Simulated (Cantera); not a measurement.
Feed: 1 mol SrCl₂, 0.62 mol H₂O, 2 mol H₂, held at 13.3 mbar.

Equilibrium computed with Cantera from the NASA thermochemical tables; the gas is ideal and each condensed phase is pure. Candidate condensed phases: H₂O, Sr, SrCl₂, SrO, Sr(OH)₂; 20 gas species. Condensed phases not in the tables: oxide chlorides. Equilibrium is a limit: real reactors are often held back by kinetics, nucleation or transport. All values below are at 1898 K.

Base state: H₂ 0.547, SrCl₂ 0.253, H₂O 0.150, HCl 0.0417, H 0.00501, SrCl 0.00187, Cl 0.000288, OH 0.000113 (mole fractions); condensed: SrO(s).

Q: What changes in the equilibrium state with this change: H₂O from 0.62 to 4.8 mol?

A: 
| species | before | after |
|---|---|---|
| H₂O | 0.150 | 0.587 |
| H₂ | 0.547 | 0.254 |
| SrCl₂ | 0.253 | 0.101 |
| HCl | 0.0417 | 0.0521 |
| Sr | 6.16e-5 | 7.34e-6 |
| OH | 0.000113 | 0.000644 |
| SrCl | 0.00187 | 0.000409 |
| Sr(OH)₂ | 4.55e-5 | 0.000178 |
| SrO(s), mol | 0.0722 | 0.202 |
